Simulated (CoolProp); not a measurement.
A single-stage vapour-compression cycle with n-butane: evaporating at 286.15 K (dew point), condensing at 343.15 K (bubble point), superheat 8 K, subcooling 2 K, compressor efficiency 0.65, no pressure losses. Each further row changes one setting.

Values from CoolProp's reference Helmholtz-energy equation of state, Bücker 2006.

```tsv
case	cooling COP	pressure ratio	discharge temperature (K)	refrigerating effect (kJ/kg)	volumetric capacity (kJ/m³)
as stated	2.48	4.91	358.7	247	1020
evaporating temperature 291.15 K	2.84	4.16	357.4	254	[?]
condensing temperature 338.15 K	2.82	[?]	353.8	261	1080
subcooling 7 K	[?]	4.91	358.7	261	1080
superheat 18 K	2.54	4.91	368.8	[?]	[?]
compressor efficiency 0.55	2.09	4.91	[?]	247	1020
```

### Question
What belongs in the gaps?

### Answer

- evaporating temperature 291.15 K, volumetric capacity (kJ/m³): 1230
- condensing temperature 338.15 K, pressure ratio: 4.37
- subcooling 7 K, cooling COP: 2.61
- superheat 18 K, refrigerating effect (kJ/kg): 265
- superheat 18 K, volumetric capacity (kJ/m³): 1050
- compressor efficiency 0.55, discharge temperature (K): 367.0
